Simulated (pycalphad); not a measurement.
An equivalent pycalphad script:

```python
from pycalphad import Database, equilibrium, calculate, variables as v
import numpy as np
db = Database('COST507.tdb')
comps = ['AL', 'MN', 'SI', 'VA']
phases = ['AL11MN4', 'AL12MN', 'AL4MN', 'AL6MN', 'AL8MN5_D810', 'ALMNSI_ALPHA', 'ALMNSI_BETA', 'ALMNSI_DELTA', 'BCC_A2', 'CBCC_A12', 'CUB_A13', 'DIAMOND_A4', 'FCC_A1', 'HCP_A3', 'LIQUID', 'MN11SI19', 'MN3SI', 'MN5SI3', 'MN6SI', 'MN9SI2', 'MNSI']
eq = equilibrium(db, comps, phases, {v.X('MN'): 0.0224, v.X('SI'): 0.0291, v.T: np.arange(1850, 499, -40), v.P: 101325, v.N: 1}, output=['HM', 'SM'])
```

CALPHAD calculation (pycalphad, COST 507 light-alloy database (1999)), 1 atm. The data set is of 1999 and partly superseded. Phase fractions are per mole of atoms.

Results at three of the temperatures:

```
T = 1810.00 K, P = 101325 Pa, N = 1 mol of atoms
G = -114381 J/mol, H = 56014 J/mol, S = 94.14 J/(mol K)  (SER reference)
chemical potentials (J/mol): Al -111445, Mn -196561, Si -146796
phase             fraction      x(Al)      x(Mn)      x(Si)
LIQUID              1.0000     0.9485     0.0224     0.0291
```

```
T = 1170.00 K, P = 101325 Pa, N = 1 mol of atoms
G = -58270 J/mol, H = 35574 J/mol, S = 80.21 J/(mol K)  (SER reference)
chemical potentials (J/mol): Al -56117, Mn -132153, Si -71558
phase             fraction      x(Al)      x(Mn)      x(Si)
LIQUID              1.0000     0.9485     0.0224     0.0291
```

```
T = 850.00 K, P = 101325 Pa, N = 1 mol of atoms
G = -35038 J/mol, H = 13080 J/mol, S = 56.61 J/(mol K)  (SER reference)
chemical potentials (J/mol): Al -33078, Mn -132795, Si -23665
phase             fraction      x(Al)      x(Mn)      x(Si)
FCC_A1              0.8717     0.9849   0.000336     0.0148
ALMNSI_ALPHA        0.1271     0.6995     0.1739     0.1266
LIQUID              0.0012     0.8773     0.0017     0.1210
```

Changes of the phase set, refined by bisection:

| T (°C) | phases above | phases below |
|---|---|---|
| 728.8 | liquid | ALMNSI_BETA + liquid |
| 713.6 | ALMNSI_BETA + liquid | ALMNSI_ALPHA + ALMNSI_BETA + liquid |
| 712.6 | ALMNSI_ALPHA + ALMNSI_BETA + liquid | ALMNSI_ALPHA + liquid |
| 646.0 | ALMNSI_ALPHA + liquid | ALMNSI_ALPHA + fcc + liquid |
| 576.2 | ALMNSI_ALPHA + fcc + liquid | ALMNSI_ALPHA + diamond (Si) + fcc |

Database names, with the compositions (at.%) that they take in these runs: ALMNSI_ALPHA: Al 70-72 Mn 17 Si 10-13. FCC_A1 is fcc.
